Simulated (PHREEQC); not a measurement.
A made-up water analysis in mmol/kgw, 25 °C, pH 6.64, pe 9.3:

```
constituent           mmol/kgw
--------------------  --------
Na                     0.00212
K                      1.7e-07
Ca                      0.0127
Mg                    0.000301
Cl                     0.00754
S(6)                   0.00159
Alkalinity (meq/kgw)    0.0175
Pb                    0.000514
N(5)                  0.000416
```

Valence states are taken as typed.

The numbers come from PHREEQC with the ion-association model, phreeqc.dat.

```
Property                        Value
--------------------  ---------------
ionic strength        4.40e-5 mol/kgw
charge-balance error            0.9 %
```

| species | molality | activity | log γ |
|---|---|---|---|
| HCO3- | 1.76e-5 | 1.74e-5 | -0.003 |
| Ca+2 | 1.27e-5 | 1.23e-5 | -0.013 |
| CO2 | 8.98e-6 | 8.98e-6 | 0.000 |
| Cl- | 7.54e-6 | 7.48e-6 | -0.003 |
| Na+ | 2.12e-6 | 2.10e-6 | -0.003 |
| SO4-2 | 1.59e-6 | 1.54e-6 | -0.013 |
| Pb+2 | 4.44e-7 | 4.30e-7 | -0.013 |
| NO3- | 4.16e-7 | 4.13e-7 | -0.003 |
| Mg+2 | 3.01e-7 | 2.92e-7 | -0.013 |
| H+ | 2.31e-7 | 2.29e-7 | -0.003 |
| OH- | 4.45e-8 | 4.42e-8 | -0.003 |
| PbOH+ | 3.69e-8 | 3.66e-8 | -0.003 |
| PbCO3 | 2.67e-8 | 2.67e-8 | 0.000 |

Precipitation was switched off in this run. Complexes and solids missing from the database can't appear.
